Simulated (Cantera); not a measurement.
An isothermal plug-flow reactor at 1000 K and 3.80 bar (inlet), inlet velocity 1 m/s, active area per volume 1600 1/m; feed CH₄ : O₂ : N₂ = 0.0068 : 0.02 : 0.79 (molar parts), equivalence ratio 0.68.

Detailed kinetics in Cantera: Deutschmann's 1995 Pt surface mechanism with GRI-Mech 3.0 gas chemistry. Catalytic surfaces can have several steady states; this one follows from the mechanism file's or the stated starting coverage. Mass transfer to the wall is taken as infinitely fast.

Task: Predict: x(CH₄) at z = 0.0065 m; x(O₂) at z = 0.0065 m; x(H₂O) at z = 0.0065 m; x(CO₂) at z = 0.0065 m; x(CO) at z = 0.0065 m; θ(free Pt) at the exit; θ(O*) at the exit; θ(OH*) at the exit.

Result: 
```
Quantity                  Value
----------------------  -------
x(CH₄) at z = 0.0065 m  0.00327
x(O₂) at z = 0.0065 m    0.0144
x(H₂O) at z = 0.0065 m   0.0101
x(CO₂) at z = 0.0065 m  0.00504
x(CO) at z = 0.0065 m   1.82e-6
θ(free Pt) at the exit    0.233
θ(O*) at the exit         0.763
θ(OH*) at the exit      0.00373
```
